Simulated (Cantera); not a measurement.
Charge: 1 mol CsCl, 1 mol O2, 0.23 mol N2, held at 0.0133 bar.

Cantera equilibrium calculation (NASA polynomials, part measured and part estimated; ideal gas, pure solids and liquids). Candidate condensed phases: Cs, CsCl; 18 gas species. Rates play no part.

log p: log10 of the partial pressure in bar; n: condensed amount in mol.

| T (K) | log p O2 | log p CsCl | log p N2 | log p Cs2Cl2 | log p O | log p NO | n CsCl(l) |
|---|---|---|---|---|---|---|---|
| 1073 | -2.12 | -2.56 | -2.76 | -2.89 | -9.97 | -6.23 | 0.295 |
| 1148 | -2.19 | (withheld) | -2.83 | (withheld) | (withheld) | (withheld) | 0 |
| 1223 | -2.21 | -2.28 | -2.85 | -3.36 | -8.50 | -5.77 | 0 |
| 1298 | -2.22 | -2.25 | -2.86 | -3.72 | -7.88 | -5.55 | 0 |
| 1373 | -2.22 | -2.23 | -2.86 | (withheld) | (withheld) | (withheld) | 0 |
| 1448 | -2.22 | -2.23 | -2.86 | -4.40 | -6.82 | -5.18 | 0 |
| 1523 | -2.22 | -2.23 | -2.86 | -4.70 | -6.37 | -5.02 | 0 |
| 1598 | -2.22 | -2.22 | -2.86 | -4.97 | -5.96 | -4.87 | 0 |
| 1673 | -2.22 | -2.22 | -2.86 | -5.22 | -5.59 | -4.74 | 0 |
| 1748 | -2.22 | -2.22 | -2.87 | -5.45 | -5.25 | -4.61 | 0 |
| 1823 | -2.23 | -2.22 | -2.87 | -5.66 | -4.93 | -4.50 | 0 |
| 1898 | -2.23 | -2.23 | -2.87 | -5.85 | -4.65 | -4.40 | 0 |
| 1973 | -2.23 | -2.23 | -2.87 | -6.03 | -4.38 | -4.31 | 0 |
| 2048 | -2.23 | -2.23 | -2.87 | -6.20 | -4.13 | -4.22 | 0 |

Problem. Complete the blanks.

Solution. 
- 1148, log p CsCl: -2.35
- 1148, log p Cs2Cl2: -3.02
- 1148, log p O: -9.20
- 1148, log p NO: -6.01
- 1373, log p Cs2Cl2: -4.07
- 1373, log p O: -7.32
- 1373, log p NO: -5.36
